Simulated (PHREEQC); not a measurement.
**Alkaline etch or developer (model solution)**

A solution holds 0.26 mol/kgw NaOH, 3.3e-05 mol/kgw H4SiO4 and 0.086 mol/kgw K3PO4, at 25 °C. It is in equilibrium with CO2 at log p = -3.5 (atm). Otherwise closed; pH follows from the charge balance.

Computed with PHREEQC (ion-association model, wateq4f.dat).

Precipitation was switched off in this run.

### Question
What pH, ionic strength, activity of water does the model give?

### Answer
pH 9.94; ionic strength 0.598 mol/kgw; activity of water 0.988.

### Question
In which forms is Si present?

### Answer
H3SiO4- 70 %, H4SiO4 30 % of the Si.

Species that the database lacks are ignored. H3PO4, which wateq4f.dat lacks, is added to it with the constant of phreeqc.dat.
